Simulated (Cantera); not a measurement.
Input: 1 mol MgO, 3.8 mol CO, 3.7 mol H₂, equilibrated at 0.0100 bar.

Points: T (K) = 800, 950, 1100, 1250, 1400, 1550, 1700, 1850, 2000, 2150, 2300.

Cantera's Mixture.equilibrate('TP', solver="vcs", rtol=1e-11, max_steps=5000) on the NASA tables stopped like this:

```
ERROR: FAILURE its = 5001!

*******************************************************************************
CanteraError thrown by MultiPhase::equilibrate:
VCS solver failed. Return code: -1
*******************************************************************************
```

Q: What got this run through?

A: This is not unique; one that fits is The failure is numerical, not chemical. The same input converged with solver="gibbs", rtol=1e-10, max_steps=50000, and the result passed a check of the equilibrium conditions:
```
log10 of partial pressures in bar; condensed amounts in mol
       T/K        H2        CO        Mg       CO2       H2O         H     C(gr)    MgO(s)
       800    -2.284    -2.483   -22.876    -2.971    -3.397   -12.680    0.9344         1
       950    -2.307    -2.301   -16.545    -4.379    -4.638   -10.408   0.04521         1
      1100    -2.307    -2.296   -11.836    -5.645    -5.651    -8.741  0.002715         1
      1250    -2.307    -2.295    -8.270    -6.607    -6.424    -7.469 0.0002609         1
      1400    -2.307    -2.295    -6.179    -6.658    -6.333    -6.466         0    0.9995
      1550    -2.308    -2.296    -5.313    -5.884    -5.449    -5.656         0    0.9964
      1700    -2.310    -2.297    -4.609    -5.244    -4.723    -4.987         0    0.9815
      1850    -2.320    -2.302    -4.024    -4.709    -4.124    -4.429         0    0.9281
      2000    -2.349    -2.315    -3.537    -4.257    -3.630    -3.964         0    0.7739
      2150    -2.421    -2.347    -3.141    -3.869    -3.234    -3.585         0    0.4031
      2300    -2.515    -2.384    -2.946    -3.668    -3.050    -3.272         0         0
```

The gas is ideal and each condensed phase is pure. The tables' values for MgH are old estimates; treat these amounts as uncertain.
